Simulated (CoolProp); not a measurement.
Vapour-liquid equilibrium of carbon dioxide (1) + R124 (2) at 223.7 K; x and y are mole fractions of (1).

Values from CoolProp's multi-fluid Helmholtz-energy mixture model, Span 1996 and de Vries 1995; pair parameters Bell 2016.

| x | bubble pressure (MPa) | y at the bubble point | dew pressure at overall composition x (MPa) | liquid density (mol/L) |
|---|---|---|---|---|
| 0.05 | 0.05211 | 0.715 | 0.01613 | 11.95 |
| 0.125 | 0.1028 | 0.863 | 0.01749 | 12.54 |
| 0.2 | 0.1501 | 0.912 | 0.01911 | 13.19 |
| 0.275 | 0.1956 | 0.937 | 0.02105 | 13.89 |
| 0.35 | 0.2407 | 0.952 | 0.02344 | 14.66 |
| 0.425 | 0.2864 | 0.963 | 0.02643 | 15.51 |
| 0.5 | 0.3335 | 0.972 | 0.03029 | 16.44 |
| 0.575 | 0.3825 | 0.979 | 0.03547 | 17.46 |
| 0.65 | 0.4337 | 0.984 | 0.04278 | 18.61 |
| 0.725 | 0.4873 | 0.989 | 0.05387 | 19.89 |
| 0.8 | 0.5432 | 0.993 | 0.07268 | 21.32 |
| 0.875 | 0.6007 | 0.996 | 0.1114 | 22.95 |
| 0.95 | 0.6591 | 0.998 | 0.2327 | 24.80 |

No azeotrope shows between x = 0.05 and 0.95.

The pair parameters rest on a limited set of measurements; away from them the model extrapolates. The gap from Raoult's law changes sign with composition, which may be real or a fault of the pair parameters; it wasn't checked against measurements.
